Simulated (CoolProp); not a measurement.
CH3F (R41) at several states: Z from the reference equation and from simpler models built on Tc = 317.3 K, pc = 5906 kPa, ω = 0.200; each cubic takes its own stable root.

Computed with CoolProp (reference Helmholtz-energy equation of state, Lemmon 2006). It is a short technical equation, of lower accuracy than the large ones.

```json
[
 {"T (K)": "306.4", "p (kPa)": "10.9", "phase": "gas", "reference": "0.9992", "Soave-Redlich-Kwong": "0.9993", "Peng-Robinson": "0.9992"},
 {"T (K)": "228.1", "p (kPa)": "150", "phase": "gas", "reference": "0.9675", "Soave-Redlich-Kwong": "0.9762", "Peng-Robinson": "0.9750"},
 {"T (K)": "281.2", "p (kPa)": "74.1", "phase": "gas", "reference": "0.9926", "Soave-Redlich-Kwong": "0.9937", "Peng-Robinson": "0.9932"},
 {"T (K)": "369.6", "p (kPa)": "2940", "phase": "gas", "reference": "0.8780", "Soave-Redlich-Kwong": "0.8953", "Peng-Robinson": "0.8803"},
 {"T (K)": "160", "p (kPa)": "3770", "phase": "liquid", "reference": "0.1011", "Soave-Redlich-Kwong": "0.1281", "Peng-Robinson": "0.1139"}
]
```
